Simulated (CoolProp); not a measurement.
Vapour-liquid equilibrium of toluene (1) + n-nonane (2) at 0.26 MPa; x and y are mole fractions of (1).

Computed with CoolProp (multi-fluid Helmholtz-energy mixture model, Lemmon 2006 and Lemmon 2006; pair parameters Bell 2016).

### Question
Give the bubble temperature and the first vapour's composition at x = 0.05, 0.65, 0.8. Is there an azeotrope?

### Answer
x = 0.05: 186.4 °C, y = 0.118; x = 0.65: 156.6 °C, y = 0.812; x = 0.8: 152.3 °C, y = 0.896. No azeotrope shows between x = 0.05 and 0.95.

The pair parameters rest on a limited set of measurements; away from them the model extrapolates.
